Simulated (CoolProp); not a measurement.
Computed with CoolProp (reference Helmholtz-energy equation of state, McLinden 2015).

### Question
For the fluoroketone C6F12O (FK-5-1-12), give the phase and the cp (kJ/(kg K)), Joule-Thomson coefficient (K/MPa), isothermal compressibility (1/MPa) at -53.35 °C and 1.56 bar.

### Answer
- -53.35 °C and 1.56 bar: liquid; cp 1.10, Joule-Thomson coefficient -0.337, isothermal compressibility 0.00119
